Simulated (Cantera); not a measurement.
A diamond (100) surface in a fixed gas of H2 with x(CH4) = 0.0031, x(CH3) = 3.3e-05, at 1050 K, 0.200 bar; coverages are run to steady state.

Computed with Cantera and the Harris–Goodwin 1993 mechanism for the reconstructed diamond (100) surface.

One state of this run: growth (µm/h) = 2.17; θ c6HH = 0.555; θ c6H* = 0.0209; θ c6*H = 0.373; θ c6** = 0.00834; θ c6HM = 0.0293. θ: site fractions in the mechanism's names (c6HH fully hydrogenated, c6H* and c6*H radical sites, c6** diradical, c6HM methylated).

**Question.** Which value of x(H) does it belong to?
(A) 0.0016
(B) 0.00025
(C) 0.16
(D) 0.025

**Answer.** B, 0.00025
